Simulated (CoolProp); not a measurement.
A simple Rankine cycle with water: condensing at 318.15 K, boiler at 0.576 MPa, turbine inlet 470.4 K, turbine efficiency 0.85, pump efficiency 0.8, no recuperator. Each further row changes one setting.

The numbers come from the reference Helmholtz-energy equation of state, Wagner 2002 in CoolProp.

```json
[
 {"case": "as stated", "thermal efficiency (%)": "20.5", "net work (kJ/kg)": "544", "heat in (kJ/kg)": "2660", "turbine exit temperature (K)": "318.1", "volume ratio over the turbine": "[?]"},
 {"case": "turbine inlet 490.4 K", "thermal efficiency (%)": "20.6", "net work (kJ/kg)": "557", "heat in (kJ/kg)": "2700", "turbine exit temperature (K)": "318.1", "volume ratio over the turbine": "35.7"},
 {"case": "condensing temperature 310.15 K", "thermal efficiency (%)": "[?]", "net work (kJ/kg)": "588", "heat in (kJ/kg)": "2690", "turbine exit temperature (K)": "310.2", "volume ratio over the turbine": "[?]"},
 {"case": "boiler pressure 0.403 MPa", "thermal efficiency (%)": "18.9", "net work (kJ/kg)": "504", "heat in (kJ/kg)": "2670", "turbine exit temperature (K)": "318.1", "volume ratio over the turbine": "[?]"},
 {"case": "turbine efficiency 0.75", "thermal efficiency (%)": "[?]", "net work (kJ/kg)": "480", "heat in (kJ/kg)": "2660", "turbine exit temperature (K)": "318.1", "volume ratio over the turbine": "38.0"}
]
```

Some entries are withheld; supply them.


- as stated, volume ratio over the turbine: 36.9
- condensing temperature 310.15 K, thermal efficiency (%): 21.8
- condensing temperature 310.15 K, volume ratio over the turbine: 54.3
- boiler pressure 0.403 MPa, volume ratio over the turbine: 26.1
- turbine efficiency 0.75, thermal efficiency (%): 18.1

The expansion ends wet for: as stated; turbine inlet 490.4 K; condensing temperature 310.15 K; boiler pressure 0.403 MPa; turbine efficiency 0.75.
